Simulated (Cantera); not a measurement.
## Low-pressure radical oxidation in H2/O2

A perfectly stirred reactor is fed with 31.5 % H2, 68.5 % O2, equivalence ratio 0.23, at 20.0 Torr; it is held at 1075 K, and followed from long to short residence time.

Cantera simulation using the H2/O2 subset of GRI-Mech 3.0, which has no nitrogen chemistry; the numbers are that mechanism's predictions, not measurements. Radical loss at walls, strong at low pressure, is not modelled. The temperature is held fixed by assumption; the heat of reaction is taken as removed at once.

| τ (s) | x H2 | x O2 | x O | x H2O | x OH |
|---|---|---|---|---|---|
| 2.9 | 0.000515 | 0.626 | 0.000333 | 0.373 | 0.000609 |
| 1.3 | 0.000862 | 0.625 | 0.000568 | 0.372 | 0.000801 |
| 0.63 | 0.00136 | 0.625 | 0.000915 | 0.371 | 0.00103 |
| 0.29 | 0.00220 | 0.625 | 0.00151 | 0.370 | 0.00136 |
| 0.14 | 0.00341 | 0.624 | 0.00240 | 0.368 | 0.00177 |
| 0.065 | 0.00537 | 0.622 | 0.00387 | 0.364 | 0.00235 |
| 0.030 | 0.00842 | 0.620 | 0.00617 | 0.357 | 0.00313 |
| 0.014 | 0.0130 | 0.617 | 0.00962 | 0.347 | 0.00415 |
| 0.0067 | 0.0197 | 0.612 | 0.0145 | 0.330 | 0.00538 |
| 0.0031 | 0.0300 | 0.604 | 0.0212 | 0.302 | 0.00686 |
x: mole fraction; the columns are a selection and need not sum to one.
